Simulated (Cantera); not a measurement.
A closed system holds: 1 mol SiH4, 0.042 mol CH4, 2.1 mol H2, at 2323 K and 1.33 mbar.

Method: chemical equilibrium by Gibbs-energy minimisation in Cantera with the NASA 1993 tables (ideal gas, pure condensed phases). Gases not in the tables: Si2H6 and higher silanes. Kinetics and transport are ignored.

| species | before | after |
|---|---|---|
| H2 | 0.602 | 1.000 |
| H | 0.231 | 6.34e-5 |
| SiH2 | 5.76e-5 | 1.69e-7 |
| Si | 0.159 | 1.41e-7 |
| Si2C | 0.00408 | <1e-9 |
| SiC2 | 0.00139 | <1e-9 |
| Si2 | 0.000596 | <1e-9 |
| C2H2 (acetylene) | 0.000170 | <1e-9 |
| SiH | 0.00159 | 3.32e-8 |
| Si3 | 2.06e-5 | <1e-9 |
| Si(s), mol | 0 | 0.958 |
| SiC(s), mol | 0 | 0.0420 |
Gas species are given as mole fractions.

Name the change that produced these shifts.
A. temperature from 2323 K to 1348 K
B. pressure from 1.33 mbar to 10.0 mbar
C. pressure from 1.33 mbar to 1.00 bar
D. H2 from 2.1 to 1400 mol

A, temperature from 2323 K to 1348 K. Mutual solubility and eutectic melting of coexisting phases are not modelled
